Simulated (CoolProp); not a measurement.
Properties of ethylene along the isobar 2.7 MPa (Tc = 282.4 K, pc = 5.042 MPa, ω = 0.087).

Computed with CoolProp (reference Helmholtz-energy equation of state, Smukala 2000).

| T (K) | phase | cp (kJ/(kg K)) | isothermal compressibility (1/MPa) | fugacity coefficient |
|---|---|---|---|---|
| 131.5 | liquid | 2.409 | 0.001011 | 0.002139 |
| 140.2 | liquid | 2.400 | … | 0.004935 |
| 148.9 | liquid | 2.394 | 0.001281 | … |
| 157.6 | liquid | 2.393 | 0.001452 | … |
| 166.3 | liquid | 2.398 | 0.001656 | 0.03325 |
| 175 | liquid | 2.410 | 0.001901 | 0.05415 |
| 183.7 | liquid | 2.431 | 0.002202 | 0.08342 |
| 192.5 | liquid | 2.461 | … | 0.1230 |
| 201.2 | liquid | 2.503 | 0.003059 | 0.1733 |
| 209.9 | liquid | … | 0.003686 | 0.2355 |
| 218.6 | liquid | … | 0.004536 | 0.3102 |
| 227.3 | liquid | 2.736 | 0.005747 | 0.3972 |
| 236 | liquid | 2.879 | 0.007589 | 0.4960 |
| 244.7 | liquid | 3.098 | 0.01069 | 0.6056 |
| 253.4 | liquid | 3.482 | 0.01697 | 0.7241 |

Q: What belongs in the gaps?

A: 
- 140.2, isothermal compressibility (1/MPa): 0.001136
- 148.9, fugacity coefficient: 0.01018
- 157.6, fugacity coefficient: 0.01912
- 192.5, isothermal compressibility (1/MPa): 0.002581
- 209.9, cp (kJ/(kg K)): 2.559
- 218.6, cp (kJ/(kg K)): 2.634
